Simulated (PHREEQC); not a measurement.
Dissolve 0.00031 mol Ca(HCO3)2, 8.1e-05 mol ZnCl2 and 0.00092 mol KF per kg of water at 85 °C. Closed to the air; pH follows from the charge balance.

Equilibrium calculation in PHREEQC: ion-association model, phreeqc.dat.

Precipitation was switched off in this run.

Q: What pH, specific conductance does the model give?

A: pH 7.36; specific conductance 503 µS/cm.

Q: In which forms is C present?

A: HCO3- 89 %, CO2 8.4 %, ZnCO3 0.9 % of the C.

Saturation is exceeded, for instance for Fluorite; the values hold only as long as no solid forms. Away from 25 °C the constants follow the database's enthalpies or fits; those with neither stay at their 25 °C values.
